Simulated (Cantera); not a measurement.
Input (Python, Cantera) and output of one run.

```python
import numpy as np
import cantera as ct

gas_names = [...]  # 95 gases of nasa_gas.yaml made of C, F, H
cond_names = """
    C(gr) C6H6(L) C7H8(L) C8H18(L),n-octa
""".split()


# ... load() reads the species with a 1 bar reference pressure and builds the phases ...
atoms = {
    'c-C4F8': {'C': 4, 'F': 8},
    'H2': {'H': 2},
}
top_T = {'C(gr)': 4500}  # K; cautious upper limits of use, not melting points


# ... equilibrate(T, P, feed) seeds the gas with the atoms and calls Mixture.equilibrate('TP', solver="vcs", rtol=1e-11, max_steps=5000) ...
results = []
T = 2025  # K
P = 13332.2  # Pa
for m in [1, 1.4, 1.7, 2.1, 2.5, 2.8, 3.2, 3.6, 4, 4.3, 4.7]:
    feed = {'c-C4F8': 1, 'H2': m}  # mol
    mix = equilibrate(T, P, feed)
    results.append((T, P, feed, dict(zip(mix.species_names, mix.species_moles))))

top = {s: max(r[3][s] / sum(r[3][g] for g in gas_names) for r in results) for s in gas_names}
cols = sorted((s for s in top if top[s] > 0.0001), key=lambda s: -top[s])[:9]
seen = [c for c in cond_names if any(r[3].get(c, 0) > 1e-12 for r in results)]
print("log10 of partial pressures in bar; condensed amounts in mol")
print(f"{'n(H2)':>10s}" + "".join(f"{s[:9]:>10s}" for s in cols + seen))
for T, P, feed, n in results:
    ng = sum(n[g] for g in gas_names)
    print(f"{feed['H2']:10.4g}" + "".join(f"{np.log10(max(n[s] / ng * P / 1e5, 1e-99)):10.3f}" for s in cols)
          + "".join(f"{n.get(c, 0):10.4g}" for c in seen))
```

Output:

```
log10 of partial pressures in bar; condensed amounts in mol
     n(H2)        HF       CF4        H2       CF2         F       CF3         H     C(gr)
         1    -1.125    -1.266    -8.044    -2.497    -3.161    -3.415    -6.738     2.459
       1.4    -1.047    -1.399    -7.821    -2.564    -3.195    -3.514    -6.626      2.66
       1.7    -1.007    -1.499    -7.692    -2.614    -3.220    -3.589    -6.562     2.811
       2.1    -0.969    -1.639    -7.545    -2.683    -3.254    -3.694    -6.488     3.013
       2.5    -0.940    -1.793    -7.410    -2.760    -3.293    -3.809    -6.421     3.216
       2.8    -0.923    -1.927    -7.309    -2.827    -3.327    -3.910    -6.370     3.369
       3.2    -0.904    -2.152    -7.159    -2.940    -3.383    -4.079    -6.295     3.575
       3.6    -0.889    -2.510    -6.950    -3.119    -3.472    -4.347    -6.190     3.783
         4    -0.875    -6.786    -4.784    -5.257    -4.541    -7.554    -5.108         4
       4.3    -0.891   -11.771    -2.324    -7.750    -5.788   -11.293    -3.877     3.999
       4.7    -0.912   -12.552    -1.974    -8.140    -5.983   -11.879    -3.703     3.999
```

Equilibrium computed with Cantera from the NASA thermochemical tables; the gas is ideal and each condensed phase is pure. The feed counts by its element totals alone. Gases not in the tables: C2F6 and larger saturated fluorocarbons.
